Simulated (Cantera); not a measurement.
An isothermal, constant-pressure homogeneous reactor starts with 37.3 % CH4, 56.0 % H2O, 6.72 % H2, at 1550 K and 0.484 atm.

Model: GRI-Mech 3.0 (53 species, 325 reactions), integrated in Cantera.

**Question.** Predict: x(CH4) at 6.00 s; x(H2O) at 6.00 s; x(H2) at 6.00 s; x(CO) at 6.00 s; x(C2H) at 6.00 s.

**Answer.** 
```
Item                                              Result
----------------  --------------------------------------
x(CH4) at 6.00 s  0.0348 (gas-phase equilibrium 3.99e-7)
x(H2O) at 6.00 s    0.248 (gas-phase equilibrium 0.0966)
x(H2) at 6.00 s      0.552 (gas-phase equilibrium 0.690)
x(CO) at 6.00 s     0.0974 (gas-phase equilibrium 0.203)
x(C2H) at 6.00 s  7.58e-9 (gas-phase equilibrium <1e-12)
```
